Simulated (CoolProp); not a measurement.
R143a at 295.94 K and 0.79 MPa is throttled through a valve to 0.0834 MPa with no heat exchange. Each further row changes one setting.

Computed with CoolProp (reference Helmholtz-energy equation of state, Lemmon and Jacobsen 2000).

```tsv
case	temperature change (K)	final density (kg/m³)
as stated	-15.5	3.06
outlet pressure 0.025 MPa	-16.9	0.910
outlet pressure 0.108 MPa	-14.9	3.97
```
